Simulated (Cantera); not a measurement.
A Cantera script and its output.

```python
import numpy as np
import cantera as ct

gas = ct.Solution("gri30.yaml")
gas.TPX = 898, 78000, {'H2': 1, 'O2': 1, 'N2': 6.9, 'H2O': 0.013}
reactor = ct.IdealGasConstPressureReactor(gas, energy="off", clone=False)
net = ct.ReactorNet([reactor])
net.rtol, net.atol = 1e-08, 1e-18
show = ['H2', 'O2', 'N2O', 'NO', 'OH', 'O']
times = np.geomspace(3e-05, 2, 15)

steps = ct.SolutionArray(gas, extra=["t"])
rows = []
print(f"{'t/s':>10s}{'T/K':>9s}{'P/Pa':>11s}" + "".join(f"{s:>11s}" for s in show))
for t in times:
    while net.time < t:
        t_next = net.step()
        steps.append(gas.state, t=t_next)
    rows.append([np.interp(t, steps.t, y) for y in (steps.T, steps.P, *steps(*show).X.T)])
    print(f"{t:10.3e}{rows[-1][0]:9.1f}{rows[-1][1]:11.4g}" + "".join(f"{x:11.3e}" for x in rows[-1][2:]))
rate = np.gradient(steps.T, steps.t)
print("integrator steps:", len(steps.t))
if steps.T.max() > steps.T[0] + 200:
    print(f"time of steepest temperature rise: {steps.t[rate.argmax()]:.4e} s")
gas.TPX = 898, 78000, {'H2': 1, 'O2': 1, 'N2': 6.9, 'H2O': 0.013}
gas.equilibrate("TP")
print(f"equilibrium (TP): T = {gas.T:.1f} K  " + "  ".join(f"{s} {gas[s].X[0]:.3e}" for s in show))
```

Result:

```
       t/s      T/K       P/Pa         H2         O2        N2O         NO         OH          O
 3.000e-05    898.0    7.8e+04  1.122e-01  1.122e-01  3.450e-19  1.631e-26  2.047e-13  7.765e-13
 6.633e-05    898.0    7.8e+04  1.122e-01  1.122e-01  1.696e-18  1.248e-25  3.608e-13  1.463e-12
 1.466e-04    898.0    7.8e+04  1.122e-01  1.122e-01  6.435e-18  6.917e-25  4.939e-13  2.048e-12
 3.242e-04    898.0    7.8e+04  1.122e-01  1.122e-01  1.927e-17  2.556e-24  5.398e-13  2.249e-12
 7.168e-04    898.0    7.8e+04  1.122e-01  1.122e-01  5.029e-17  7.098e-24  5.554e-13  2.314e-12
 1.585e-03    898.0    7.8e+04  1.122e-01  1.122e-01  1.287e-16  1.794e-23  5.869e-13  2.444e-12
 3.504e-03    898.0    7.8e+04  1.122e-01  1.122e-01  3.517e-16  4.617e-23  6.619e-13  2.750e-12
 7.746e-03    898.0    7.8e+04  1.122e-01  1.122e-01  1.111e-15  1.355e-22  8.564e-13  3.529e-12
 1.713e-02    898.0    7.8e+04  1.122e-01  1.122e-01  4.352e-15  5.557e-22  1.459e-12  5.871e-12
 3.786e-02    898.0    7.8e+04  1.122e-01  1.122e-01  2.387e-14  5.128e-21  4.201e-12  1.613e-11
 8.371e-02    898.0    7.8e+04  1.122e-01  1.122e-01  2.561e-13  2.697e-19  3.247e-11  1.163e-10
 1.851e-01    898.0    7.8e+04  1.122e-01  1.122e-01  6.190e-12  5.421e-17  8.065e-10  2.227e-09
 4.092e-01    898.0    7.8e+04  1.095e-01  1.108e-01  1.868e-10  7.489e-14  2.671e-08  4.752e-08
 9.046e-01    898.0    7.8e+04  9.075e-02  1.018e-01  1.304e-09  9.768e-13  3.823e-08  5.358e-08
 2.000e+00    898.0    7.8e+04  6.156e-02  8.815e-02  3.441e-09  1.719e-12  3.505e-08  4.109e-08
integrator steps: 714
equilibrium (TP): T = 898.0 K  H2 1.673e-12  O2 5.943e-02  N2O 4.083e-10  NO 4.899e-06  OH 1.068e-08  O 1.388e-12
```

Detailed kinetics in Cantera: GRI-Mech 3.0 (53 species, 325 reactions). Below about 950 K walls govern HO2 and H2O2 in real vessels. The temperature is held fixed by assumption; the heat of reaction is taken as removed at once.
